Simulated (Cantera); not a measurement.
# NO annealing gas

An isothermal, constant-pressure homogeneous reactor starts with NO : N₂ = 1 : 0.29 (molar parts), at 2173 K and 140000 Pa.

Computed with Cantera and GRI-Mech 3.0 (53 species, 325 reactions).

```tsv
t (s)	x NO	x O₂	x N₂	x N₂O	x O
0.000300	0.773	0.000665	0.226	0.000296	0.000270
0.00123	0.765	0.00434	0.229	0.000303	0.000301
0.00506	0.735	0.0195	0.245	0.000275	0.000382
0.0208	0.617	0.0783	0.304	0.000186	0.000597
0.0855	0.301	0.236	0.461	4.21e-5	0.000956
0.351	0.0446	0.364	0.590	1.57e-6	0.00117
1.44	0.0142	0.380	0.605	8.13e-7	0.00119
5.93	0.0140	0.380	0.605	8.10e-7	0.00119
24.3	0.0140	0.380	0.605	8.10e-7	0.00119
100	0.0140	0.380	0.605	8.10e-7	0.00119
```
x: mole fraction; the columns are a selection and need not sum to one.

Equilibrium at this temperature and pressure: NO 0.0140, O₂ 0.380, N₂ 0.605, N₂O 8.10e-7, O 0.00119 (gas phase only).
